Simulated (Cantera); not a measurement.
A freely propagating, adiabatic, planar premixed flame of H2 : O2 : N2 = 1 : 0.357 : 1.34 (molar parts), equivalence ratio 1.4, unburnt at 348 K and 0.168 atm; mixture-averaged transport, grid criteria slope 0.08 and curve 0.16, no radiation.

Model: the H2/O2 subset of GRI-Mech 3.0, which has no nitrogen chemistry, integrated in Cantera. Burning velocities carry a grid error of a few per cent, more on coarse grids.

x: mole fraction of selected species; z is measured from the peak of heat release.

```
z (mm)  T (K)  u (m/s)    x H2     x O2    x HO2       x O      x H      x OH
------  -----  -------  ------  -------  -------  --------  -------  --------
-11.6     348     3.06   0.371    0.132    <1e-8     <1e-8    <1e-8     <1e-8
-7.73     348     3.06   0.371    0.132    <1e-8     <1e-8    <1e-8     <1e-8
-5.80     348     3.06   0.371    0.132    <1e-8     <1e-8    <1e-8     <1e-8
-3.86     348     3.06   0.371    0.132    <1e-8     <1e-8    <1e-8     <1e-8
-1.93     351     3.08   0.370    0.133  2.91e-5   3.91e-7  4.36e-6   3.01e-6
-0.966    571     4.91   0.341    0.128  7.59e-5  0.000112  0.00612  0.000758
0           …     8.69       …        …        …         …        …         …
0.966    1341     11.0   0.104   0.0212  4.47e-6   0.00776    0.101   0.00541
1.93     1456     11.9  0.0908   0.0102  1.95e-6   0.00702   0.0990   0.00696
3.86        …     12.8  0.0953        …        …         …        …         …
7.73     1719     13.8   0.101  0.00630  9.25e-7   0.00540   0.0698   0.00983
15.5     1861     14.8   0.106  0.00454  6.13e-7   0.00404   0.0541    0.0104
30.9     1997     15.7   0.110  0.00287  3.85e-7   0.00262   0.0395   0.00994
```

### Question
Fill in the missing entries.

### Answer

- 0, T (K): 1046
- 0, x H2: 0.215
- 0, x O2: 0.0868
- 0, x HO2: 1.99e-5
- 0, x O: 0.00441
- 0, x H: 0.0597
- 0, x OH: 0.00194
- 3.86, T (K): 1581
- 3.86, x O2: 0.00794
- 3.86, x HO2: 1.32e-6
- 3.86, x O: 0.00642
- 3.86, x H: 0.0855
- 3.86, x OH: 0.00853
